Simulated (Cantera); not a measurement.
Input (Python, Cantera):

```python
import numpy as np
import cantera as ct

gas = ct.Solution("gri30.yaml")
gas.TPX = 1550, 370000, {'CH4': 1, 'O2': 2, 'N2': 7.52}
reactor = ct.IdealGasReactor(gas, energy="on", clone=False)
net = ct.ReactorNet([reactor])
net.rtol, net.atol = 1e-08, 1e-16
show = ['CH4', 'O2', 'H2', 'CO2', 'CH2O', 'H']
times = np.geomspace(1e-05, 0.6, 11)

steps = ct.SolutionArray(gas, extra=["t"])
rows = []
print(f"{'t/s':>10s}{'T/K':>9s}{'P/Pa':>11s}" + "".join(f"{s:>11s}" for s in show))
for t in times:
    while net.time < t:
        t_next = net.step()
        steps.append(gas.state, t=t_next)
    rows.append([np.interp(t, steps.t, y) for y in (steps.T, steps.P, *steps(*show).X.T)])
    print(f"{t:10.3e}{rows[-1][0]:9.1f}{rows[-1][1]:11.4g}" + "".join(f"{x:11.3e}" for x in rows[-1][2:]))
rate = np.gradient(steps.T, steps.t)
print("integrator steps:", len(steps.t))
if steps.T.max() > steps.T[0] + 200:
    print(f"time of steepest temperature rise: {steps.t[rate.argmax()]:.4e} s")
gas.TPX = 1550, 370000, {'CH4': 1, 'O2': 2, 'N2': 7.52}
gas.equilibrate("UV")
print(f"equilibrium (UV): T = {gas.T:.1f} K  " + "  ".join(f"{s} {gas[s].X[0]:.3e}" for s in show))
```

It prints:

```
       t/s      T/K       P/Pa        CH4         O2         H2        CO2       CH2O          H
 1.000e-05   1549.9    3.7e+05  9.504e-02  1.901e-01  1.983e-06  6.718e-10  1.954e-06  3.396e-08
 3.005e-05   1549.9    3.7e+05  9.495e-02  1.901e-01  1.190e-05  3.212e-08  2.742e-05  9.891e-08
 9.029e-05   1553.1  3.708e+05  9.407e-02  1.896e-01  1.503e-04  1.626e-06  3.581e-04  5.296e-07
 2.713e-04   3050.6  7.652e+05  5.445e-14  2.252e-02  1.873e-02  4.600e-02  2.583e-09  9.198e-03
 8.152e-04   3032.1    7.6e+05  6.301e-14  1.875e-02  1.940e-02  4.544e-02  2.696e-09  8.859e-03
 2.449e-03   3032.1    7.6e+05  6.302e-14  1.875e-02  1.940e-02  4.544e-02  2.696e-09  8.859e-03
 7.360e-03   3032.1    7.6e+05  6.302e-14  1.875e-02  1.940e-02  4.544e-02  2.696e-09  8.859e-03
 2.212e-02   3032.1    7.6e+05  6.302e-14  1.875e-02  1.940e-02  4.544e-02  2.696e-09  8.859e-03
 6.645e-02   3032.1    7.6e+05  6.302e-14  1.875e-02  1.940e-02  4.544e-02  2.696e-09  8.859e-03
 1.997e-01   3032.1    7.6e+05  6.302e-14  1.875e-02  1.940e-02  4.544e-02  2.696e-09  8.859e-03
 6.000e-01   3032.1    7.6e+05  6.302e-14  1.875e-02  1.940e-02  4.544e-02  2.696e-09  8.859e-03
integrator steps: 1964
time of steepest temperature rise: 2.4899e-04 s
equilibrium (UV): T = 3032.1 K  CH4 8.071e-14  O2 1.875e-02  H2 1.940e-02  CO2 4.544e-02  CH2O 2.696e-09  H 8.859e-03
```

Computed with Cantera and GRI-Mech 3.0 (53 species, 325 reactions). Above 3000 K some thermodynamic fits are extrapolated.
